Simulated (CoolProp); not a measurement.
Vapour-liquid equilibrium of sulfur hexafluoride (1) + n-pentane (2) at 289.9 K; x and y are mole fractions of (1).

The numbers come from the multi-fluid Helmholtz-energy mixture model, Guder 2009 and Thol 2019; pair parameters Bell 2016 in CoolProp.

```tsv
x	bubble pressure (kPa)	y at the bubble point	dew pressure at overall composition x (kPa)	liquid density (mol/L)
0.05	382.0	0.862	52.50	8.803
0.125	804.4	0.929	57.09	8.921
0.2	1121	0.946	62.54	9.033
0.275	1331	0.953	69.12	9.139
0.35	1451	0.956	77.22	9.236
0.425	1508	0.957	87.46	9.323
0.5	1529	0.958	100.8	9.401
0.575	1537	0.958	118.9	9.467
0.65	1551	0.959	145.0	9.524
0.725	1580	0.960	185.8	9.570
0.8	1635	0.964	258.5	9.610
0.875	1719	0.972	425.5	9.648
0.95	1838	0.986	1234	9.697
```

No azeotrope shows between x = 0.05 and 0.95.

Pair parameters are fitted to limited data, so mixtures are less certain than the pure fluids. With so large a gap from Raoult's law the liquid may split in two, which this calculation doesn't test in full.
